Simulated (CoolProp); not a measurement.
R125 at 297.96 K and 1.04 MPa is compressed adiabatically to 8.1 MPa with isentropic efficiency 0.75. Each further row changes one setting.

Model: reference Helmholtz-energy equation of state, Lemmon 2005, in CoolProp.

```json
[
 {"case": "as stated", "work (kJ/kg)": "(withheld)", "final temperature (K)": "(withheld)", "final density (kg/m³)": "(withheld)"},
 {"case": "efficiency 1", "work (kJ/kg)": "31.1", "final temperature (K)": "393.9", "final density (kg/m³)": "(withheld)"},
 {"case": "efficiency 0.65", "work (kJ/kg)": "(withheld)", "final temperature (K)": "(withheld)", "final density (kg/m³)": "(withheld)"}
]
```

**Question.** What belongs in the gaps?

**Answer.** 
- as stated, work (kJ/kg): 41.5
- as stated, final temperature (K): 400.1
- as stated, final density (kg/m³): 522
- efficiency 1, final density (kg/m³): 565
- efficiency 0.65, work (kJ/kg): 47.9
- efficiency 0.65, final temperature (K): 404.0
- efficiency 0.65, final density (kg/m³): 498
